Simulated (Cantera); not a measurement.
Charge: 1 mol SiC, 0.02 mol Si, 0.73 mol H₂, held at 3.20 bar.

Cantera equilibrium calculation (NASA polynomials, part measured and part estimated; ideal gas, pure solids and liquids). Candidate condensed phases: C, C₆H₆, C₇H₈, C₈H₁₈, Si, SiC; 87 gas species. Mutual solubility and eutectic melting of coexisting phases are not modelled. Gases not in the tables: Si₂H₆ and higher silanes. Kinetics and transport are ignored. All values below are at 2325 °C.

Base state: H₂ 0.971, H 0.0210, Si 0.00300, C₂H₂ (acetylene) 0.00140, SiH₂ 0.00139, SiH 0.00121, Si₂C 0.000547, CH₄ 0.000116 (mole fractions); condensed: Si(l) + SiC(s).

Q: What changes in the equilibrium state with this change: 0.073 mol HF added?

A: 
```json
[
 {"species": "H₂", "before": "0.971", "after": "0.911"},
 {"species": "HF", "before": "0", "after": "0.0351"},
 {"species": "H", "before": "0.0210", "after": "0.0203"},
 {"species": "SiF₂", "before": "0", "after": "0.0180"},
 {"species": "SiF₃", "before": "0", "after": "0.00471"},
 {"species": "SiF", "before": "0", "after": "0.00261"},
 {"species": "Si(l), mol", "before": "0.0175", "after": "0"},
 {"species": "SiC(s), mol", "before": "0.997", "after": "0.995"}
]
```
The tables' values for SiF₂, SiF₃, SiF are old estimates; treat these amounts as uncertain.
